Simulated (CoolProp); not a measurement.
The numbers come from the reference Helmholtz-energy equation of state, Thol 2017 in CoolProp.

Question: Give the vapour pressure (MPa), liquid cp (kJ/(kg K)), surface tension (mN/m) of saturated octamethyltrisiloxane (MDM) at 51.95, 58.65 °C.

Answer: 
| T (°C) | p (MPa) | liquid cp (kJ/(kg K)) | surface tension (mN/m) |
|---|---|---|---|
| 51.95 | 0.00242 | 1.85 | 14.2 |
| 58.65 | 0.00341 | 1.86 | 13.6 |

Surface tension comes from a separate correlation (Mulero 2014), older than this fluid's equation and unchecked against measurements.
